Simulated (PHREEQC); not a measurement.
1 kg of water holding 0.026 mol NaCl, 0.012 mol Na2SO4 and 0.034 mol MgSO4 is evaporated at 75 °C; the solids stay in contact with the brine. The system is closed to CO2. Only these solids could form: Bischofite, Bloedite, Brucite, Epsomite, Halite, Hexahydrite, Kieserite, Mirabilite, Thenardite, MgCl2_4H2O.

Model: Pitzer model, pitzer.dat, run in PHREEQC.

```
water left (kg)  ionic strength  water activity  Thenardite (mol)  Mg in solution (mol/kgw)  Cl in solution (mol/kgw)  S in solution (mol/kgw)
---------------  --------------  --------------  ----------------  ------------------------  ------------------------  -----------------------
1                         0.198           0.998                 0                    0.0340                    0.0260                   0.0460
0.5552                    0.357           0.996                 0                    0.0612                    0.0468                   0.0829
0.375                     0.528             ___                 0                    0.0907                    0.0693                    0.123
0.2082                    0.951             ___                 0                     0.163                     0.125                    0.221
0.1407                     1.41             ___                 0                     0.242                     0.185                    0.327
0.07809                    2.54           0.975                 0                     0.435                     0.333                    0.589
0.05275                    3.75             ___                 0                     0.644                     0.493                    0.872
0.0293                     6.76             ___                 0                      1.16                     0.887                     1.57
0.01979                    10.0             ___                 0                      1.72                      1.31                     2.32
0.01099                    16.5           0.762           0.00549                      3.09                      2.37                     3.68
```

What belongs in the gaps?


- 0.375, water activity: 0.995
- 0.2082, water activity: 0.991
- 0.1407, water activity: 0.986
- 0.05275, water activity: 0.963
- 0.0293, water activity: 0.926
- 0.01979, water activity: 0.879

Constants without temperature data keep their 25 °C values here.
